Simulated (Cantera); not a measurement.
Feed: 1 mol Si₂Cl₆, 0.0056 mol Cl₂, 100 mol N₂, at 7.50 Torr.

These are equilibrium values from Cantera (NASA tables, ideal gas, pure condensed phases), not measurements of a reactor. Candidate condensed phases: Si, Si₃N₄; 13 gas species. The feed counts by its element totals alone. N₂ is the only nitrogen source here; it is nearly inert below about 1500 K, so the nitride shown seldom forms there in practice. Rates play no part.

**Question.** Which condensed phases are stable at each of these points (T (K)): 1248, 1298, 1348, 1398, 1448, 1498, 1548, 1598, 1648, 1698?

**Answer.** 
```tsv
T (K)	condensed phases	Si condensed (%)
1248	Si₃N₄(s)	21.0
1298	Si₃N₄(s)	16.1
1348	Si₃N₄(s)	6.8
1398	gas only	0.0
1448	gas only	0.0
1498	gas only	0.0
1548	gas only	0.0
1598	gas only	0.0
1648	gas only	0.0
1698	gas only	0.0
```

From 1248 K to 1348 K the condensed part is Si₃N₄(s). From 1398 K to 1698 K nothing is condensed.
